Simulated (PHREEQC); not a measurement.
Make-up at 10 °C: 0.0015 mol NaHSO4 per kg of water. Closed to the air; pH follows from the charge balance.

The numbers come from PHREEQC with the ion-association model, phreeqc.dat.

Each row changes one thing in this solution. Precipitation was switched off in this run.

```csv
case,pH,ionic strength (mol/kgw),SO4-2 (mol/kgw),HSO4- (mol/kgw)
as made,2.88,0.00427,0.00139,0.000106
NaHSO4 replaced by NH4HSO4 at the same molality,2.88,0.00425,0.00137,0.000105
NaHSO4 replaced by KHSO4 at the same molality,2.88,0.00427,0.00139,0.000106
0.00044 mol/kgw NaHCO3 added,…,…,0.00141,7.63e-5
diluted 10-fold with water,3.84,0.000447,0.000149,1.44e-6
temperature from 10 to 65 °C,…,0.00391,…,0.000288
2.2e-05 mol/kgw Na2CO3 added,2.90,0.00428,0.00139,0.000103
NaHSO4 from 0.0015 to 0.00225 mol/kgw,…,0.00629,0.00202,0.000215
```

**Question.** Some entries are withheld; supply them.

**Answer.** 
- 0.00044 mol/kgw NaHCO3 added, pH: 3.04
- 0.00044 mol/kgw NaHCO3 added, ionic strength (mol/kgw): 0.00433
- temperature from 10 to 65 °C, pH: 2.95
- temperature from 10 to 65 °C, SO4-2 (mol/kgw): 0.00120
- NaHSO4 from 0.0015 to 0.00225 mol/kgw, pH: 2.72

Away from 25 °C the constants follow the database's enthalpies or fits; those with neither stay at their 25 °C values.
